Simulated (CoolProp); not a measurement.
A single-stage vapour-compression cycle with R1132(E): evaporating at 285.15 K (dew point), condensing at 319.15 K (bubble point), superheat 10 K, subcooling 2 K, compressor efficiency 0.75, no pressure losses. Each further row changes one setting.

Values from CoolProp's reference Helmholtz-energy equation of state, Akasaka 2024.

| case | cooling COP | pressure ratio | discharge temperature (K) | refrigerating effect (kJ/kg) | volumetric capacity (kJ/m³) |
|---|---|---|---|---|---|
| as stated | 4.86 | 2.36 | 348.4 | 185 | 6670 |
| evaporating temperature 290.15 K | 5.92 | 2.06 | 345.3 | 187 | 7770 |
| condensing temperature 314.15 K | (withheld) | (withheld) | (withheld) | 195 | 7050 |
| subcooling 7 K | 5.14 | 2.36 | 348.4 | 195 | 7060 |
| superheat 20 K | 4.86 | 2.36 | (withheld) | 196 | 6690 |
| compressor efficiency 0.65 | 4.21 | 2.36 | 352.7 | 185 | 6670 |

### Question
Fill in the missing entries.

### Answer

- condensing temperature 314.15 K, cooling COP: 5.94
- condensing temperature 314.15 K, pressure ratio: 2.11
- condensing temperature 314.15 K, discharge temperature (K): 340.9
- superheat 20 K, discharge temperature (K): 358.7
